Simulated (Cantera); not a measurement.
Mixture: CH4 : CO : O2 : N2 = 1 : 0.082 : 2.52 : 6.8 (molar parts), equivalence ratio 0.81, at 10.0 bar, adiabatic and at constant volume. Ignition delay is the time to a rise of 400 K.

Model: GRI-Mech 3.0 (53 species, 325 reactions), integrated in Cantera.

Question: What does this change do: constant pressure in place of constant volume?

Answer: 
```csv
quantity,before,after
delay at 1273 K,1.38 ms,1.46 ms
delay at 1473 K,0.161 ms,0.172 ms
delay at 1673 K,28.5 µs,30.7 µs
delay at 1873 K,7.30 µs,7.91 µs
apparent activation energy between 1773 and 1973 K,170 kJ/mol,170 kJ/mol
```
